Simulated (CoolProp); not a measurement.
Ammonia at 293.15 K and 0.272 MPa is compressed adiabatically to 0.83 MPa with isentropic efficiency 0.7. Each further row changes one setting.

Computed with CoolProp (reference Helmholtz-energy equation of state, Gao 2020).

| case | work (kJ/kg) | final temperature (K) | final density (kg/m³) |
|---|---|---|---|
| as stated | 251 | 409.0 | [?] |
| efficiency 1 | [?] | 377.8 | [?] |
| efficiency 0.65 | [?] | [?] | [?] |

Q: Fill in the missing entries.

A: 
- as stated, final density (kg/m³): 4.27
- efficiency 1, work (kJ/kg): 176
- efficiency 1, final density (kg/m³): 4.67
- efficiency 0.65, work (kJ/kg): 271
- efficiency 0.65, final temperature (K): 417.0
- efficiency 0.65, final density (kg/m³): 4.18
